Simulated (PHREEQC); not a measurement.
PHREEQC input (ion-association model, wateq4f.dat):

```
SOLUTION_MASTER_SPECIES
  An  An-  0  An  62.0  # stands for a non-complexing anion
SOLUTION_SPECIES
  An- = An-
    -log_k 0
    -gamma 3.0 0
PHASES
  Fix_H+
    H+ = H+
    -log_k 0
SOLUTION 1
  temp 25
  units mmol/kgw
  pH 7 charge
  Cl 0.174
  Ni 0.087
  Na 100
  An 100
END
SELECTED_OUTPUT 1
  -reset false
  -pH true
  -pe true
  -ionic_strength true
  -water true
  -totals Cl Na Ni
  -molalities Hfo_wOH Hfo_wOH2+ Hfo_wO- Hfo_sOH Hfo_sOH2+ Hfo_sO- Hfo_sONi+ Hfo_wONi+
  -saturation_indices Ni(OH)2 Halite
USER_PUNCH 1
  -headings sigma psi
  10 PUNCH EDL("sigma", "Hfo"), EDL("psi", "Hfo")
PRINT
  -reset false
USE solution 1
SURFACE 1
  Hfo_wOH 0.00337079 600 1.5
  Hfo_sOH 8.42697e-05
EQUILIBRIUM_PHASES 1
  Fix_H+ -4 HAn 10
    -force_equality true
  O2(g) -0.68 10
END
# ... the last block is repeated for the other 16 points of pH, with NaOH or the acid as the point needs
```

Selected output (columns that matter, 13 of 17 rows; pH added in front):

```
pH	mu	Na	Ni	m_Hfo_wOH	m_Hfo_wOH2+	m_Hfo_wO-	m_Hfo_sOH	m_Hfo_sOH2+	m_Hfo_sO-	m_Hfo_sONi+	si_Ni(OH)2	si_Halite	sigma	psi
4	0.10188	0.1	8.697e-05	0.00044454	0.0029247	1.5479e-06	1.111e-05	7.3093e-05	3.8684e-08	2.8308e-08	-7.295	-6.5661	0.32124	0.14622
4.38	0.10164	0.1	8.6847e-05	0.00075738	0.0026084	5.0381e-06	1.8902e-05	6.5097e-05	1.2574e-07	1.4497e-07	-6.5353	-6.5659	0.2861	0.14037
5.12	0.1012	0.1	8.392e-05	0.001486	0.0018574	2.7237e-05	3.5866e-05	4.4829e-05	6.5738e-07	2.9169e-06	-5.0696	-6.5656	0.20128	0.12264
5.5	0.10097	0.1	7.5373e-05	0.0018237	0.0014954	5.095e-05	3.9678e-05	3.2535e-05	1.1085e-06	1.0948e-05	-4.356	-6.5654	0.15949	0.11099
5.88	0.10074	0.1	5.6288e-05	0.0020997	0.0011834	8.5343e-05	3.4825e-05	1.9628e-05	1.4155e-06	2.8402e-05	-3.7225	-6.5652	0.12298	0.098141
6.62	0.10036	0.1	1.4879e-05	0.0024344	0.0007418	0.00018302	1.7188e-05	5.2375e-06	1.2922e-06	6.0552e-05	-2.82	-6.5649	0.068065	0.070165
7	0.10023	0.1	4.5634e-06	0.0025154	0.00059566	0.00024334	1.3669e-05	3.2368e-06	1.3223e-06	6.6042e-05	-2.5733	-6.5648	0.046818	0.054164
7.38	0.10014	0.1	1.0772e-06	0.0025566	0.00049059	0.00030522	1.2718e-05	2.4404e-06	1.5183e-06	6.7593e-05	-2.4405	-6.5648	0.029185	0.037088
8.12	0.10017	0.10016	5.1481e-08	0.0025703	0.00035373	0.00042784	1.246e-05	1.7148e-06	2.0741e-06	6.8021e-05	-2.2845	-6.5641	0.0013384	0.0018517
8.5	0.10023	0.10029	1.0741e-08	0.0025535	0.00029948	0.0004988	1.2366e-05	1.4503e-06	2.4156e-06	6.8037e-05	-2.2117	-6.5636	-0.012147	-0.016518
8.88	0.10031	0.10043	2.3527e-09	0.0025185	0.00024845	0.00058484	1.2194e-05	1.203e-06	2.8317e-06	6.804e-05	-2.1305	-6.563	-0.026913	-0.034553
9.62	0.10053	0.10083	2.286e-10	0.002363	0.00015307	0.0008357	1.1441e-05	7.4108e-07	4.046e-06	6.8041e-05	-1.9201	-6.5615	-0.064216	-0.067522
10	0.10072	0.10114	1.6543e-10	0.0022132	0.00010899	0.0010296	1.0715e-05	5.2767e-07	4.9848e-06	6.8041e-05	-1.7726	-6.5603	-0.089854	-0.082958
```

Species that the database lacks are ignored.
